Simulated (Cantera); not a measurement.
# Stirred combustor or abatement burner

A perfectly stirred reactor is fed with C₃H₈ : O₂ : N₂ : H₂ = 1 : 9.8 : 36.9 : 0.058 (molar parts), equivalence ratio 0.51, at 5.00 bar; it is adiabatic with a 675 K inlet, and is followed from long to short residence time, starting on the burning branch (τ in s: 0.2, 0.086, 0.037, 0.016, 0.0068, 0.0029, 0.0013, 0.00054, 0.00023, 0.0001, 4.3e-05).

Computed with Cantera and GRI-Mech 3.0 (53 species, 325 reactions). GRI-Mech 3.0 was tuned for natural gas; its chemistry of propane as a main component is partial and can be far from experiment.

```csv
τ (s),T (K),x C₃H₈,x O₂,x OH,x HO₂,x C₂H₄,x H₂O
0.20,1839,1.66e-7,0.0978,0.000511,1.28e-6,8.23e-7,0.0830
0.086,1838,3.55e-7,0.0978,0.000580,1.52e-6,1.65e-6,0.0829
0.037,1837,7.29e-7,0.0978,0.000691,2.02e-6,3.11e-6,0.0829
0.016,1834,1.43e-6,0.0979,0.000850,2.96e-6,5.55e-6,0.0827
0.0068,1830,2.73e-6,0.0979,0.00107,4.73e-6,9.67e-6,0.0825
0.0029,1823,5.07e-6,0.0981,0.00134,7.88e-6,1.64e-5,0.0823
0.0013,1812,8.93e-6,0.0985,0.00165,1.30e-5,2.67e-5,0.0819
0.00054,1792,1.66e-5,0.0993,0.00200,2.29e-5,4.58e-5,0.0813
0.00023,1759,3.20e-5,0.101,0.00227,4.04e-5,8.08e-5,0.0805
0.00010,1698,7.14e-5,0.105,0.00222,7.65e-5,0.000167,0.0792
4.3e-5,675,0.0209,0.205,<1e-12,<1e-12,<1e-12,<1e-12
```
x: mole fraction; the columns are a selection and need not sum to one.
